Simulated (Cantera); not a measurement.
A perfectly stirred reactor is fed with CH4 : C2H6 : O2 : N2 : H2O = 1 : 0.14 : 4.08 : 32.2 : 1 (molar parts), equivalence ratio 0.61, at 1.68 atm; it is adiabatic with a 425 K inlet, and is followed from long to short residence time, starting on the burning branch (τ in s: 0.21, 0.11, 0.054, 0.027, 0.014, 0.0068, 0.0034, 0.0017, 0.00086, 0.00043, 0.00022, 0.00011, 5.4e-05).

Model: GRI-Mech 3.0 (53 species, 325 reactions), integrated in Cantera.

Task: What does this change do: pressure from 1.68 atm to 17.8 atm?

Result: 
| quantity | before | after |
|---|---|---|
| blow-out, bracketed by the residence times tried | burning at 0.210 s, out at 0.110 s | burning at 0.110 s, out at 54.0 ms |
| x(CH4) at τ = 0.210 s | 0.000256 | 0.000608 |
| x(C2H6) at τ = 0.210 s | 1.01e-5 | 2.28e-5 |
| x(O2) at τ = 0.210 s | 0.0432 | 0.0446 |
| x(CO) at τ = 0.210 s | 0.00235 | 0.00330 |
| x(N2O) at τ = 0.210 s | 4.97e-7 | 6.12e-7 |
| x(CH4) at τ = 3.40 ms | 0.0260 | 0.0260 |
| x(C2H6) at τ = 3.40 ms | 0.00364 | 0.00364 |
| x(O2) at τ = 3.40 ms | 0.106 | 0.106 |
| x(CO) at τ = 3.40 ms | <1e-12 | <1e-12 |
| x(N2O) at τ = 3.40 ms | <1e-12 | <1e-12 |
The pressure lies above the range GRI-Mech 3.0 was tuned for (to about 10 atm).

Task: What does this change do: inlet temperature 425 to 750 K?

Result: 
```
quantity                                                                      before                                after
------------------------------------------------  ----------------------------------  -----------------------------------
blow-out, bracketed by the residence times tried  burning at 0.210 s, out at 0.110 s  burning at 1.70 ms, out at 0.860 ms
x(CH4) at τ = 0.210 s                                                       0.000256                              9.85e-6
x(C2H6) at τ = 0.210 s                                                       1.01e-5                              3.59e-7
x(O2) at τ = 0.210 s                                                          0.0432                               0.0414
x(CO) at τ = 0.210 s                                                         0.00235                             0.000146
x(N2O) at τ = 0.210 s                                                        4.97e-7                              8.47e-7
x(CH4) at τ = 3.40 ms                                                         0.0260                             0.000170
x(C2H6) at τ = 3.40 ms                                                       0.00364                              6.09e-6
x(O2) at τ = 3.40 ms                                                           0.106                               0.0430
x(CO) at τ = 3.40 ms                                                          <1e-12                              0.00276
x(N2O) at τ = 3.40 ms                                                         <1e-12                              6.51e-7
```
